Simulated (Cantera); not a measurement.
**Boron, boron nitride and boron oxide: B₂H₆ + H₂O**

A closed system holds: 1 mol B₂H₆, a varied amount of H₂O, equilibrated at 1500 K and 1.00 Torr.

These are equilibrium values from Cantera (NASA tables, ideal gas, pure condensed phases), not measurements of a reactor. Candidate condensed phases: B, B₂O₃, B₃O₃H₃, H₂O; 23 gas species. The feed counts by its element totals alone. Mutual solubility and eutectic melting of coexisting phases are not modelled. Gases not in the tables: H₃BO₃. Rates play no part.

```
n(H₂O) (mol)   x H₂    x H₂O   x HBO₂     x HBO    x B₂O₂   x B₂O₃  n B(s)  n B₂O₃(l)
------------  -----  -------  -------  --------  --------  -------  ------  ---------
1.3           0.831  1.09e-5  0.00205    0.0854    0.0654   0.0142   0.780          0
1.6           0.819  1.12e-5  0.00223    0.0887    0.0715   0.0163   0.524     0.0253
1.9           0.819  1.12e-5  0.00223    0.0887    0.0715   0.0163   0.297     0.0922
2.2           0.819  1.12e-5  0.00223    0.0887    0.0715   0.0163  0.0702      0.159
2.7           0.901  3.71e-5  0.00405    0.0536    0.0238   0.0163       0      0.575
3.2           0.919  0.00642   0.0532   0.00416  0.000140   0.0163       0      0.707
3.9           0.790   0.0473    0.144   0.00132   1.64e-5   0.0163       0      0.324
4.7           0.689   0.0964    0.199  0.000775   6.51e-6   0.0151       0          0
5.6           0.624    0.175    0.192  0.000375   1.68e-6  0.00780       0          0
6.7           0.560    0.257    0.178  0.000211   5.94e-7  0.00453       0          0
8.1           0.495    0.342    0.160  0.000126   2.40e-7  0.00275       0          0
9.7           0.438    0.418    0.142   8.14e-5   1.13e-7  0.00179       0          0
```
x: gas mole fraction; n: condensed amount in mol.

At 1.3 mol H₂O the condensed part is B(s). From 1.6 mol H₂O to 2.2 mol H₂O the condensed part is B(s) + B₂O₃(l). From 2.7 mol H₂O to 3.9 mol H₂O the condensed part is B₂O₃(l). From 4.7 mol H₂O to 9.7 mol H₂O nothing is condensed.
